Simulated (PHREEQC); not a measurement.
Solution (20 °C): 0.027 mol CdCl2 and 0.00066 mol KCl per kg of water. Closed to the air; pH follows from the charge balance.

All values are PHREEQC results (ion-association model, wateq4f.dat), not measurements.

Problem. The ionic strength comes out as 0.0459 mol/kgw. What activity coefficients do Cl-, H+, K+, Cd+2, CdCl3- get?

Solution. Cl- 0.82, H+ 0.86, K+ 0.82, Cd+2 0.47, CdCl3- 0.83.

No solid was allowed to form. Species that the database lacks are ignored.
